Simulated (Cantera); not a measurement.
What does this Cantera script print?

```python
import numpy as np
import cantera as ct

gas_names = """
    C CH CH2 CH3 CH2OH CH3O CH4 CH3OH CO CO2 COOH C2 C2H CHCO,ketyl C2H2,acetylene C2H2,vinylidene
    CH2CO,ketene C2H3,vinyl CH3CO,acetyl C2H4 C2H4O,ethylen CH3CHO,ethanal CH3COOH (HCOOH)2 C2H5 C2H6
    CH3OCH3 C2H5OH C2O C3 C3H3,propargyl C3H4,allene C3H4,propyne C3H4,cyclo- C3H5,allyl C3H6,propylene
    C3H6,cyclo- C3H6O C3H7,n-propyl C3H7,i-propyl C3H8 C3H8O,1propanol C3H8O,2propanol C3O2 C4 C4H2
    C4H4,1,3-cyclo- C4H6,butadiene C4H6,2-butyne C4H6,cyclo- C4H8,1-butene C4H8,cis2-buten
    C4H8,tr2-butene C4H8,isobutene C4H8,cyclo- (CH3COOH)2 C4H9,n-butyl C4H9,i-butyl C4H9,s-butyl
    C4H9,t-butyl C4H10,isobutane C4H10,n-butane C5 C5H6,1,3cyclo- C5H8,cyclo- C5H10,1-pentene
    C5H10,cyclo- C5H11,pentyl C5H11,t-pentyl C5H12,n-pentane C5H12,i-pentane CH3C(CH3)2CH3 C6H2
    C6H5,phenyl C6H5O,phenoxy C6H6 C6H5OH,phenol C6H10,cyclo- C6H12,1-hexene C6H12,cyclo- C6H13,n-hexyl
    C7H7,benzyl C7H8 C7H8O,cresol C7H14,1-heptene C7H15,n-heptyl C7H16,n-heptane C8H8,styrene
    C8H10,ethylbenz C8H16,1-octene C8H17,n-octyl C8H18,isooctane C8H18,n-octane C9H19,n-nonyl
    C10H8,naphthale C10H21,n-decyl C12H9,o-bipheny C12H10,bipheny Fe FeC5O5 FeO Fe(OH)2 H HCO HO2 H2
    HCHO,formaldehy HCOOH H2O H2O2 O OH O2 O3
""".split()
cond_names = """
    C(gr) C6H6(L) C7H8(L) C8H18(L),n-octa Fe(a) Fe(c) Fe(d) Fe(L) FeC5O5(L) FeO(s) FeO(L) Fe(OH)2(s)
    Fe(OH)3(s) Fe2O3(s) Fe3O4(s) H2O(s) H2O(L)
""".split()


def load(file, names, dense=False):
    # The tables refer to 1 bar. Condensed volumes are neglected.
    table = {s.name: s for s in ct.Species.list_from_file(file)}
    out = []
    for n in names:
        d = dict(table[n].input_data)
        d["thermo"] = dict(d["thermo"], **{"reference-pressure": 1e5})
        if dense:
            d["equation-of-state"] = {"model": "constant-volume", "density": "1e6 g/cm^3"}
        out.append(ct.Species.from_dict(d))
    return out


gas = ct.Solution(thermo="ideal-gas", species=load("nasa_gas.yaml", gas_names))
cond = {s.name: ct.Solution(thermo="fixed-stoichiometry", species=[s], name=s.name)
        for s in load("nasa_condensed.yaml", cond_names, dense=True)}
atoms = {
    'Fe(CO)5': {'Fe': 1, 'C': 5, 'O': 5},
    'H2': {'H': 2},
}
top_T = {'C(gr)': 4500, 'Fe2O3(s)': 1830, 'Fe3O4(s)': 1870}  # K; cautious upper limits of use, not melting points


def equilibrate(T, P, feed):
    n = {}
    for name, mol in feed.items():
        for a, k in atoms[name].items():
            n[a] = n.get(a, 0.0) + k * mol
    gas.TPX = T, P, n
    mass = sum(n.values()) * gas.mean_molecular_weight
    gas.equilibrate("TP")
    valid = [c for c in cond.values() if c.min_temp <= T <= top_T.get(c.name, c.max_temp)]
    mix = ct.Mixture([(gas, mass / gas.mean_molecular_weight)] + [(c, 0.0) for c in valid])
    mix.T, mix.P = T, P
    mix.equilibrate("TP", solver="gibbs", rtol=1e-10, max_steps=50000)
    return mix


results = []
T = 1175  # K
P = 45000  # Pa
for m in [0.12, 0.18, 0.25, 0.36, 0.52, 0.75, 1.1, 1.5, 2.2, 3.2, 4.5, 6.5, 9.3]:
    feed = {'Fe(CO)5': 1, 'H2': m}  # mol
    mix = equilibrate(T, P, feed)
    results.append((T, P, feed, dict(zip(mix.species_names, mix.species_moles))))

top = {s: max(r[3][s] / sum(r[3][g] for g in gas_names) for r in results) for s in gas_names}
cols = sorted((s for s in top if top[s] > 1e-06), key=lambda s: -top[s])[:5]
seen = [c for c in cond_names if any(r[3].get(c, 0) > 1e-12 for r in results)]
print("log10 of partial pressures in bar; condensed amounts in mol")
print(f"{'n(H2)':>10s}" + "".join(f"{s[:9]:>10s}" for s in cols + seen))
for T, P, feed, n in results:
    ng = sum(n[g] for g in gas_names)
    print(f"{feed['H2']:10.4g}" + "".join(f"{np.log10(max(n[s] / ng * P / 1e5, 1e-99)):10.3f}" for s in cols)
          + "".join(f"{n.get(c, 0):10.4g}" for c in seen))
```

Output:

```
log10 of partial pressures in bar; condensed amounts in mol
     n(H2)        CO        H2       CO2       H2O       CH4     C(gr)     Fe(a)
      0.12    -0.362    -1.978    -2.292    -3.801    -5.675   0.05919         1
      0.18    -0.367    -1.808    -2.302    -3.635    -5.333   0.05936         1
      0.25    -0.373    -1.671    -2.314    -3.504    -5.059   0.05954         1
      0.36    -0.382    -1.521    -2.332    -3.364    -4.761   0.05977         1
      0.52    -0.395    -1.375    -2.357    -3.230    -4.467   0.06004         1
      0.75    -0.413    -1.233    -2.393    -3.106    -4.185   0.06026         1
       1.1    -0.438    -1.093    -2.444    -2.991    -3.904   0.06029         1
       1.5    -0.466    -0.986    -2.499    -2.912    -3.690   0.05992         1
       2.2    -0.510    -0.864    -2.588    -2.835    -3.446   0.05848         1
       3.2    -0.566    -0.758    -2.700    -2.785    -3.234    0.0551         1
       4.5    -0.630    -0.674    -2.828    -2.765    -3.067   0.04912         1
       6.5    -0.713    -0.598    -2.993    -2.771    -2.914   0.03773         1
       9.3    -0.807    -0.537    -3.182    -2.805    -2.792   0.01925         1
```

Equilibrium computed with Cantera from the NASA thermochemical tables; the gas is ideal and each condensed phase is pure. Condensed phases not in the tables: cementite and carbon dissolved in iron.
